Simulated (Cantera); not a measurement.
An isothermal, constant-pressure homogeneous reactor starts with 53.5 % CH4, 16.6 % CO2, 29.9 % H2, at 1525 K and 0.133 bar.

Computed with Cantera and GRI-Mech 3.0 (53 species, 325 reactions). GRI-Mech 3.0 stops at C3 and has no aromatics, soot or wall deposition, so with more carbon than oxygen in the feed, carbon stays in small species such as C2H2 where larger ones or solid carbon would form.

x: mole fraction; the columns are a selection and need not sum to one.

```csv
t (s),x CH4,x CO2,x H2,x CH2,x OH,x C2H4,x C2H6
4.00e-6,0.535,0.166,0.299,<1e-12,9.66e-11,<1e-12,<1e-12
1.15e-5,0.535,0.166,0.299,<1e-12,1.44e-10,2.07e-12,1.24e-11
3.28e-5,0.535,0.166,0.299,1.93e-12,2.80e-10,8.65e-11,3.10e-10
9.40e-5,0.535,0.166,0.299,1.75e-11,6.69e-10,2.64e-9,7.41e-9
0.000269,0.535,0.166,0.299,1.46e-10,1.77e-9,6.78e-8,1.71e-7
0.000771,0.535,0.166,0.300,1.09e-9,4.71e-9,1.56e-6,3.55e-6
0.00221,0.534,0.166,0.300,5.16e-9,1.03e-8,2.80e-5,4.75e-5
0.00632,0.533,0.165,0.300,1.26e-8,1.66e-8,0.000299,0.000229
0.0181,0.528,0.164,0.303,1.89e-8,2.19e-8,0.00172,0.000403
0.0519,0.510,0.160,0.313,1.90e-8,2.66e-8,0.00412,0.000394
0.149,0.464,0.147,0.341,1.77e-8,3.87e-8,0.00455,0.000326
0.426,0.367,0.116,0.398,1.55e-8,7.07e-8,0.00340,0.000210
1.22,[?],[?],[?],[?],[?],0.00252,[?]
3.49,[?],[?],[?],[?],[?],0.00246,[?]
10.0,0.0361,0.00618,0.606,7.22e-9,1.88e-7,0.00258,4.47e-6
```

Problem. What belongs in the gaps?

Solution. 
- 1.22, x CH4: 0.221
- 1.22, x CO2: 0.0570
- 1.22, x H2: 0.470
- 1.22, x CH2: 1.34e-8
- 1.22, x OH: 1.41e-7
- 1.22, x C2H6: 8.90e-5
- 3.49, x CH4: 0.0913
- 3.49, x CO2: 0.0111
- 3.49, x H2: 0.545
- 3.49, x CH2: 1.10e-8
- 3.49, x OH: 2.10e-7
- 3.49, x C2H6: 2.04e-5
